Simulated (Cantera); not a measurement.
An isothermal, constant-pressure homogeneous reactor starts with 0.596 % H2, 99.4 % O2, equivalence ratio 0.0030, at 1248 K and 10.00 Torr.

Computed with Cantera and the H2/O2 subset of GRI-Mech 3.0, which has no nitrogen chemistry. Radical loss at walls, strong at low pressure, is not modelled.

One state of this run: x H2 = 0.00554; x O2 = 0.994; x HO2 = 4.65e-7; x H = 1.99e-5; x H2O2 = 1.89e-9; x H2O = 0.000314; x O = 0.000293. x: mole fraction; the columns are a selection and need not sum to one.

Problem. Which value of t (s) does it belong to?
(A) 0.0253
(B) 10.0
(C) 0.00765
(D) 0.915

Solution. C, 0.00765
